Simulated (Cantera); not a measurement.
A closed system holds: 1 mol CH3SiCl3, 0.11 mol HCl, 3.4 mol H2, 0.012 mol C2H4, held at 1900 °C and 55.0 mbar.

Equilibrium computed with Cantera from the NASA thermochemical tables; the gas is ideal and each condensed phase is pure. Candidate condensed phases: C, C6H6, C7H8, C8H18, Si, SiC; 109 gas species. The feed counts by its element totals alone. The tables' values for SiCl, SiCl3 are old estimates; treat these amounts as uncertain. Gases not in the tables: Si2H6 and higher silanes. Kinetics and transport are ignored.

Base state: H2 0.561, HCl 0.366, SiCl2 0.0468, H 0.0154, Cl 0.00734, C2H2 (acetylene) 0.00124, SiCl 0.000803, SiCl3 0.000706 (mole fractions); condensed: C(graphite) + SiC(s).

### Question
What changes in the equilibrium state with this change: temperature from 1900 °C to 1975 °C?

### Answer
```tsv
species	before	after
H2	0.561	0.558
HCl	0.366	0.352
SiCl2	0.0468	0.0506
H	0.0154	0.0234
Cl	0.00734	0.0107
SiC2	4.40e-5	0.000150
Si2C	2.71e-5	9.02e-5
C(graphite), mol	0.331	0.359
SiC(s), mol	0.676	0.638
```
